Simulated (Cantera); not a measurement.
Input: 1 mol C2F6, 0.24 mol H2, 1.8 mol HCl, at 2825 °C and 16.0 mbar.

These are equilibrium values from Cantera (NASA tables, ideal gas, pure condensed phases), not measurements of a reactor. Candidate condensed phases: C, C6H6, C7H8, C8H18; 118 gas species. The feed counts by its element totals alone. The tables' values for CCl are old estimates; treat these amounts as uncertain. Rates play no part.

Base state: F 0.388, HF 0.256, Cl 0.213, CF 0.0535, C3 0.0502, H 0.0136, CF2 0.00891, C 0.00765 (mole fractions); condensed: gas only.

Question: What changes in the equilibrium state with this change: pressure from 16.0 mbar to 1.33 mbar?

Answer: 
| species | before | after |
|---|---|---|
| F | 0.388 | 0.453 |
| Cl | 0.213 | 0.190 |
| HF | 0.256 | 0.155 |
| H | 0.0136 | 0.0845 |
| C | 0.00765 | 0.0377 |
| CF | 0.0535 | 0.0256 |
| C2 | 0.00532 | 0.0107 |
| C3 | 0.0502 | 0.0416 |
| CF2 | 0.00891 | 0.000416 |
| ClF | 1.60e-5 | 1.39e-6 |
| C2HF | 1.71e-5 | 1.74e-6 |
| C5 | 0.00117 | 0.000164 |
| H2 | 6.61e-5 | 0.000213 |

Question: What changes in the equilibrium state with this change: C2F6 replaced by c-C4F8?

Answer: 
```
species             before     after
----------------  --------  --------
F                    0.388     0.464
HF                   0.256     0.207
Cl                   0.213     0.171
H                   0.0136   0.00917
CF2                0.00891    0.0131
CF                  0.0535    0.0654
C3                  0.0502    0.0536
H2                 6.61e-5   3.01e-5
HCl                0.00153  0.000829
C2H               0.000210  0.000148
CCl                2.30e-5   1.88e-5
C2HF               1.71e-5   1.45e-5
C(graphite), mol         0      1.21
```
